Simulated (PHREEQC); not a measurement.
3.9 g of hydrous ferric oxide (600 m²/g; 0.2 weak and 0.005 strong sites per Fe, Dzombak-Morel constants, diffuse double layer) in 1 kg of water with 0.3 mol/kgw of an inert sodium salt and 0.011 mmol/kgw Ag2SO4, at 25 °C; the pH is set by adding NaOH or the inert anion's acid. Oxygen alone is held at its pressure in air (log pO2 = -0.68). CO2 from the air is kept out. No solid was allowed to form.

Base run: PHREEQC, ion-association model, wateq4f.dat. Each further column changes one thing. The table gives S sorbed (%).

| pH | base | no electrostatic term (-no_edl) | background salt from 0.3 to 0.03 mol/kgw | oxide from 3.9 to 20 g/kgw | 0.00092 mol/kgw SrCl2 added |
|---|---|---|---|---|---|
| 3 | 98.8 | 0.5 | 100.0 | 99.7 | 98.8 |
| 3.5 | 98.8 | 0.5 | 100.0 | 99.7 | 98.7 |
| 4 | 98.6 | 0.5 | 100.0 | 99.7 | 98.6 |
| 4.5 | 98.2 | 0.5 | 100.0 | 99.6 | 98.2 |
| 5 | 96.9 | 0.5 | 99.9 | 99.3 | 96.9 |
| 5.5 | 93.2 | 0.5 | 99.7 | 98.5 | 93.1 |
| 6 | 82.2 | 0.5 | 98.5 | 95.9 | 82.0 |
| 6.5 | 56.1 | 0.6 | 92.4 | 86.7 | 56.2 |
| 7 | 23.2 | 0.7 | 65.6 | 60.6 | 24.2 |
| 7.5 | 5.9 | 0.8 | 21.0 | 24.2 | 6.8 |
| 8 | 1.2 | 0.8 | 3.3 | 5.7 | 1.5 |
| 8.5 | 0.2 | 0.7 | 0.4 | 1.1 | 0.3 |
| 9 | 0.0 | 0.4 | 0.1 | 0.2 | 0.1 |

The oxide is taken as insoluble; below pH 4 it would dissolve. In at least one series the solution becomes supersaturated in solids that the run did not let form, among them Cerargyrite.
